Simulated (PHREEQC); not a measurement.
Consider water at 25 °C with 1.1 mmol/kgw NH4HCO3 and 0.47 mmol/kgw HBF4. Closed to the air; pH follows from the charge balance.

Computed with PHREEQC (ion-association model, phreeqc.dat).

| Property | Value |
|---|---|
| pH | 3.60 |
| ionic strength | 0.00136 mol/kgw |
| specific conductance | 240 µS/cm |
| total alkalinity | -0.780 meq/kg |

```csv
species,molality,activity,log γ
F-,0.00134,0.00129,-0.018
NH4+,0.00110,0.00105,-0.018
CO2,0.00110,0.00110,0.000
HF,0.000489,0.000490,0.000
H3BO3,0.000454,0.000454,0.000
H+,0.000263,0.000253,-0.017
BF2(OH)2-,8.49e-6,8.15e-6,-0.018
```

No solid was allowed to form. Complexes and solids missing from the database can't appear. Real BF4- forms and hydrolyses slowly; the run takes it at equilibrium.
